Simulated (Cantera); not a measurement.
What does this Cantera script print?

```python
import numpy as np
import cantera as ct

gas_names = """
    C CN CO CO2 C2 CCN CNC C2N2 C2O C3 C3O2 C4 C4N2 C5 N NCO NO NO2 NO3 N2 N2O O O2 O3 Si SiC SiC2 SiN
    SiO SiO2 Si2 Si2C Si2N Si3
""".split()
cond_names = """
    C(gr) Si(cr) Si(L) SiC(b) SiO2(Lqz) SiO2(hqz) SiO2(L) Si2N2O(s) Si3N4(a)
""".split()


# ... load() reads the species with a 1 bar reference pressure and builds the phases ...
atoms = {
    'SiC': {'Si': 1, 'C': 1},
    'O2': {'O': 2},
    'N2': {'N': 2},
}
top_T = {'C(gr)': 4500, 'SiC(b)': 3050, 'Si2N2O(s)': 2100, 'Si3N4(a)': 2400}  # K; cautious upper limits of use, not melting points


# ... equilibrate(T, P, feed) seeds the gas with the atoms and calls Mixture.equilibrate('TP', solver="vcs", rtol=1e-11, max_steps=5000) ...
results = []
feed = {'SiC': 1, 'O2': 0.004, 'N2': 2}  # mol
T = 950  # K
P = 101325  # Pa
mix = equilibrate(T, P, feed)
results.append((T, P, feed, dict(zip(mix.species_names, mix.species_moles))))
print(gas.report(threshold=0.001))
for i in range(1, mix.n_phases):
    print(f"{mix.phase(i).name:16s} {mix.phase_moles(i):12.5e} mol")
```

Result:

```
       temperature   950 K
          pressure   1.0133e+05 Pa
           density   0.35936 kg/m^3
  mean mol. weight   28.014 kg/kmol
   phase of matter   gas

                          1 kg             1 kmol
                     ---------------   ---------------
          enthalpy         7.081e+05        1.9837e+07  J
   internal energy        4.2614e+05        1.1938e+07  J
           entropy            8081.5         2.264e+05  J/K
    Gibbs function       -6.9694e+06       -1.9524e+08  J
 heat capacity c_p            1157.5             32427  J/K
 heat capacity c_v            860.73             24112  J/K

                      mass frac. Y      mole frac. X     chem. pot. / RT
                     ---------------   ---------------   ---------------
                N2                 1                 1           -24.718
     [  +33 minor]        1.9884e-11        1.9885e-11

C(gr)             1.00000e+00 mol
Si(cr)            0.00000e+00 mol
SiC(b)            0.00000e+00 mol
SiO2(hqz)         0.00000e+00 mol
Si2N2O(s)         8.00000e-03 mol
Si3N4(a)          3.28000e-01 mol
```

Cantera equilibrium calculation (NASA polynomials, part measured and part estimated; ideal gas, pure solids and liquids). N2 is the only nitrogen source here; it is nearly inert below about 1500 K, so the nitride shown seldom forms there in practice.
